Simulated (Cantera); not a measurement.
# Equilibrium for silicon nitride deposition: SiCl₄ + NH₃ + H₂

A closed system holds: 1 mol SiCl₄, 20 mol NH₃, 0.32 mol H₂, held at 5.40 Pa.

Cantera equilibrium calculation (NASA polynomials, part measured and part estimated; ideal gas, pure solids and liquids). Candidate condensed phases: NH₄Cl, Si, Si₃N₄; 28 gas species. The tables' values for SiCl, SiCl₃, SiN are old estimates; treat these amounts as uncertain. The numbers say what is thermodynamically allowed, not how fast it happens.

From 1200 K to 1425 K the condensed part is Si₃N₄(s). From 1500 K to 1650 K the condensed part is Si(s). From 1725 K to 1950 K nothing is condensed. The main Si-bearing gas is SiCl₂ at 1200 K and Si at 1950 K.

```
T (K)  log p H₂  log p N₂  log p H  log p HCl  log p Si  log p SiCl₂  log p Cl  log p SiCl  n Si₃N₄(s)  n Si(s)
-----  --------  --------  -------  ---------  --------  -----------  --------  ----------  ----------  -------
1200      -4.43     -4.92    -8.92      -5.29    -13.61        -7.53     -9.84      -12.43       0.325        0
1275      -4.43     -4.91    -8.35      -5.31    -11.84        -6.89     -9.29      -11.09       0.300        0
1350      -4.43     -4.91    -7.84      -5.36    -10.26        -6.40     -8.85       -9.93       0.230        0
1425      -4.43     -4.90    -7.38      -5.46     -8.86        -6.08     -8.50       -8.95       0.115        0
1500      -4.43     -4.89    -6.97      -5.49     -7.98        -6.04     -8.12       -8.39           0    0.268
1575      -4.43     -4.90    -6.60      -5.50     -7.24        -6.03     -7.76       -7.92           0    0.208
1650      -4.44     -4.90    -6.26      -5.51     -6.57        -6.03     -7.44       -7.50           0   0.0118
1725      -4.45     -4.90    -5.96      -5.45     -6.27        -6.19     -7.07       -7.35           0        0
1800      -4.47     -4.91    -5.68      -5.40     -6.09        -6.44     -6.73       -7.32           0        0
1875      -4.49     -4.92    -5.43      -5.39     -6.00        -6.80     -6.45       -7.39           0        0
1950      -4.52     -4.93    -5.20      -5.41     -5.97        -7.24     -6.21       -7.54           0        0
```
log p: log10 of the partial pressure in bar; n: condensed amount in mol.
